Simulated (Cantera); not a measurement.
## Thermodynamics of aluminium and copper etching, feed Al + HCl

Feed: 1 mol Al, a varied amount of HCl, held at 750 K and 1330 Pa.

Method: chemical equilibrium by Gibbs-energy minimisation in Cantera with the NASA 1993 tables (ideal gas, pure condensed phases). Candidate condensed phases: Al, AlCl₃; 12 gas species. The tables' values for AlCl₂ are old estimates; treat these amounts as uncertain. Kinetics and transport are ignored.

```csv
n(HCl) (mol),x H₂,x HCl,x AlCl₃,x Al₂Cl₆,x AlCl,n Al(s)
1.1,0.612,1.78e-6,0.368,0.0198,0.000281,0.633
1.5,0.612,1.78e-6,0.368,0.0198,0.000281,0.500
2,0.612,1.78e-6,0.368,0.0198,0.000281,0.333
2.5,0.612,1.78e-6,0.368,0.0198,0.000281,0.166
3,0.612,2.10e-5,0.368,0.0199,2.02e-6,0
3.5,0.507,0.169,0.310,0.0141,<1e-12,0
3.9,0.446,0.268,0.275,0.0111,<1e-12,0
4.4,0.388,0.362,0.242,0.00855,<1e-12,0
4.9,0.343,0.435,0.215,0.00679,<1e-12,0
5.4,0.308,0.493,0.194,0.00552,<1e-12,0
5.8,0.284,0.531,0.180,0.00475,<1e-12,0
6.3,0.260,0.571,0.165,0.00399,<1e-12,0
6.8,0.239,0.605,0.152,0.00341,<1e-12,0
```
x: gas mole fraction; n: condensed amount in mol.

From 1.1 mol HCl to 2.5 mol HCl the condensed part is Al(s). From 3 mol HCl to 6.8 mol HCl nothing is condensed. The main Al-bearing gas is AlCl₃ throughout.
